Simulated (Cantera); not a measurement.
Feed: 1 mol Pb, a varied amount of O2, 160 mol N2, 2.2 mol H2O, equilibrated at 100000 Pa.

Cantera equilibrium calculation (NASA polynomials, part measured and part estimated; ideal gas, pure solids and liquids). Candidate condensed phases: H2O, Pb, PbO, PbO2, Pb3O4; 27 gas species. Each liquid is taken as pure. Mutual solubility and eutectic melting of coexisting phases are not modelled. Equilibrium is a limit: real reactors are often held back by kinetics, nucleation or transport.

Q: What condenses at these points (T in °C, n(O2) in mol): (900, 0.019); (1150, 0.0099); (1075, 0.019); (1000, 0.019); (950, 0.027)?

A: 
```json
[
 {"T (°C)": "900", "n(O2) in mol": "0.019", "condensed phases": "Pb + PbO", "Pb condensed (%)": "92.5"},
 {"T (°C)": "1150", "n(O2) in mol": "0.0099", "condensed phases": "gas only", "Pb condensed (%)": "0.0"},
 {"T (°C)": "1075", "n(O2) in mol": "0.019", "condensed phases": "Pb", "Pb condensed (%)": "17.8"},
 {"T (°C)": "1000", "n(O2) in mol": "0.019", "condensed phases": "Pb", "Pb condensed (%)": "66.2"},
 {"T (°C)": "950", "n(O2) in mol": "0.027", "condensed phases": "Pb + PbO", "Pb condensed (%)": "83.5"}
]
```
